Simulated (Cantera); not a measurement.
A freely propagating, adiabatic, planar premixed flame of H2 : O2 : N2 = 1 : 0.602 : 1.69 (molar parts), equivalence ratio 0.83, unburnt at 350 K and 13300 Pa; mixture-averaged transport, grid criteria slope 0.08 and curve 0.16, no radiation.

Model: the H2/O2 subset of GRI-Mech 3.0, which has no nitrogen chemistry, integrated in Cantera. Burning velocities carry a grid error of a few per cent, more on coarse grids.

Question: What does this change do: 0.3 parts H2O added?

Answer: 
```json
[
 {"quantity": "laminar burning velocity", "before": "281 cm/s", "after": "251 cm/s"},
 {"quantity": "thermal thickness", "before": "4.92 mm", "after": "4.39 mm"},
 {"quantity": "peak x(H2O2)", "before": "3.54e-5", "after": "4.15e-5"},
 {"quantity": "peak x(O)", "before": "0.0192", "after": "0.0139"},
 {"quantity": "peak x(HO2)", "before": "0.000149", "after": "0.000186"},
 {"quantity": "peak x(OH)", "before": "0.0226", "after": "0.0183"}
]
```
